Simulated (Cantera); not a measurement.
Mixture: 6.56 % CH₄, 18.5 % O₂, 72.1 % N₂, 2.82 % H₂O, equivalence ratio 0.71, at 1000000 Pa, adiabatic and at constant pressure. Ignition delay is the time to a rise of 400 K.

Detailed kinetics in Cantera: GRI-Mech 3.0 (53 species, 325 reactions).

At T0 = 1700 K, what is the delay, and which 5 reactions control it most (d ln τ / d ln k, from doubling and halving each rate constant)?

The delay is 32.5 µs.
```
reaction                  d ln τ / d ln k   faster rate
------------------------  ---------------  ------------
CH3 + O2 <=> CH3O + O               -0.40   shortens it
H + O2 <=> O + OH                   -0.35   shortens it
2 CH3 (+M) <=> C2H6 (+M)             0.25  lengthens it
CH4 + H <=> CH3 + H2                 0.21  lengthens it
CH3 + HO2 <=> CH3O + OH             -0.19   shortens it
```
